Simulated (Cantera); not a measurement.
Charge: 1 mol Si, 5.2 mol HBr, 3.1 mol H2, held at 1123.15 K and 66.0 mbar.

These are equilibrium values from Cantera (NASA tables, ideal gas, pure condensed phases), not measurements of a reactor. Candidate condensed phases: Br2, Si; 19 gas species. The tables' values for SiBr3 are old estimates; treat these amounts as uncertain. Rates play no part.

Base state: H2 0.684, HBr 0.180, SiBr4 0.125, SiHBr3 0.00483, SiBr2 0.00448, SiBr3 0.00230, SiH2Br2 8.89e-5, Br 2.43e-5 (mole fractions); condensed: gas only.

Q: What changes in the equilibrium state with this change: temperature from 1123.15 K to 1623 K?

A: 
```tsv
species	before	after
H2	0.684	0.503
HBr	0.180	0.368
SiBr2	0.00448	0.114
SiBr4	0.125	0.00213
SiBr	1.27e-9	4.98e-5
H	1.38e-7	0.000191
Br	2.43e-5	0.00911
Br2	8.86e-8	1.82e-5
```
The tables' values for SiBr3, SiBr are old estimates; treat these amounts as uncertain.

Q: What changes in the equilibrium state with this change: temperature from 1123.15 K to 1073.15 K?

A: 
```json
[
 {"species": "H2", "before": "0.684", "after": "0.692"},
 {"species": "HBr", "before": "0.180", "after": "0.172"},
 {"species": "SiBr4", "before": "0.125", "after": "0.131"},
 {"species": "SiBr2", "before": "0.00448", "after": "0.00131"},
 {"species": "Br", "before": "2.43e-5", "after": "1.08e-5"}
]
```

Q: What changes in the equilibrium state with this change: temperature from 1123.15 K to 1748 K?

A: 
| species | before | after |
|---|---|---|
| H2 | 0.684 | 0.501 |
| HBr | 0.180 | 0.359 |
| SiBr2 | 0.00448 | 0.116 |
| SiBr4 | 0.125 | 0.000498 |
| Br | 2.43e-5 | 0.0202 |
| SiBr | 1.27e-9 | 0.000195 |
| H | 1.38e-7 | 0.000630 |
| Br2 | 8.86e-8 | 3.11e-5 |
| SiHBr3 | 0.00483 | 9.82e-5 |
The tables' values for SiBr3, SiBr are old estimates; treat these amounts as uncertain.
